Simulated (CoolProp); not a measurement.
Vapour-liquid equilibrium of n-hexane (1) + cyclohexane (2) at 4.04 bar; x and y are mole fractions of (1).

Values from CoolProp's multi-fluid Helmholtz-energy mixture model, Thol 2019 and Zhou 2014; pair parameters Bell 2016.

```tsv
x	bubble temperature, mixture model (K)	bubble temperature, Raoult's law (K)	y, mixture model	y, Raoult's law
0.05	407.0	407.2	0.069	0.067
0.125	405.5	406.0	0.166	0.164
0.2	404.1	404.8	0.256	0.256
0.275	402.9	403.6	0.340	0.343
0.35	401.7	402.4	0.420	0.426
0.425	400.6	401.3	0.496	0.505
0.5	399.5	400.2	0.569	0.580
0.575	398.5	399.2	0.639	0.651
0.65	397.6	398.1	0.706	0.720
0.725	396.6	397.1	0.772	0.785
0.8	395.8	396.1	0.836	0.847
0.875	394.9	395.2	0.899	0.907
0.95	394.1	394.2	0.960	0.963
```

The largest gap from Raoult's law is -0.7 K in bubble temperature, at x = 0.35. No azeotrope shows between x = 0.05 and 0.95.

The pair parameters rest on a limited set of measurements; away from them the model extrapolates.
